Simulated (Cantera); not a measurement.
What does this Cantera script print?

```python
import numpy as np
import cantera as ct

gas_names = """
    C CO CO2 C2 C2O C3 C3O2 C4 C5 Mg MgO Mg2 O O2 O3
""".split()
cond_names = """
    C(gr) Mg(cr) Mg(L) MgCO3(s) MgO(s) MgO(L)
""".split()


# ... load() reads the species with a 1 bar reference pressure and builds the phases ...
atoms = {
    'MgO': {'Mg': 1, 'O': 1},
    'CO': {'C': 1, 'O': 1},
}
top_T = {'C(gr)': 4500}  # K; cautious upper limits of use, not melting points


# ... equilibrate(T, P, feed) seeds the gas with the atoms and calls Mixture.equilibrate('TP', solver="vcs", rtol=1e-11, max_steps=5000) ...
results = []
feed = {'MgO': 1, 'CO': 16}  # mol
T = 2198  # K
P = 13332.2  # Pa
mix = equilibrate(T, P, feed)
results.append((T, P, feed, dict(zip(mix.species_names, mix.species_moles))))
x = sorted(zip(gas.X, gas.species_names), reverse=True)
print(f"T = {T:g} K  P = {P:g} Pa  gas = {mix.phase_moles(0):.4g} mol")
print("   x: " + "  ".join(f"{s} {v:.3e}" for v, s in x if v > 0.0001))
print("   condensed (mol): " + ("  ".join(f"{mix.phase(i).name} {mix.phase_moles(i):.4g}"
      for i in range(1, mix.n_phases) if mix.phase_moles(i) > 1e-12) or "none"))
```

It prints:

```
T = 2198 K  P = 13332.2 Pa  gas = 16.27 mol
   x: CO 9.670e-01  Mg 1.650e-02  CO2 1.650e-02
   condensed (mol): MgO(s) 0.7315
```

Cantera equilibrium calculation (NASA polynomials, part measured and part estimated; ideal gas, pure solids and liquids).
